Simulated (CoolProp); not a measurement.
R11 along the isobar 3.05 MPa: density (kg/m³) from the reference equation and from simpler models built on Tc = 471.1 K, pc = 4.408 MPa, ω = 0.189; each cubic takes its own stable root.

Computed with CoolProp (reference Helmholtz-energy equation of state, Jacobsen 1992).

```tsv
T (K)	phase	reference
381.1	liquid	1265
390.3	liquid	1235
399.4	liquid	1204
408.5	liquid	1170
417.7	liquid	1132
426.8	liquid	1091
436	liquid	1041
454.3	gas	175.5
463.4	gas	161.5
472.6	gas	151.1
481.7	gas	142.9
490.9	gas	136.0
500	gas	130.2
```

Question: How far does each simpler model (Redlich-Kwong, Soave-Redlich-Kwong, Peng-Robinson) lie from the reference over these 13 states: mean and median of the absolute difference, and the worst?

Answer: 
- Redlich-Kwong: mean 7.4 %, median 10.1 %, worst -16.7 % at 436 K and 3.05 MPa
- Soave-Redlich-Kwong: mean 5.6 %, median 7.2 %, worst -13.2 % at 436 K and 3.05 MPa
- Peng-Robinson: mean 2.6 %, median 2.5 %, worst +5.1 % at 381.1 K and 3.05 MPa
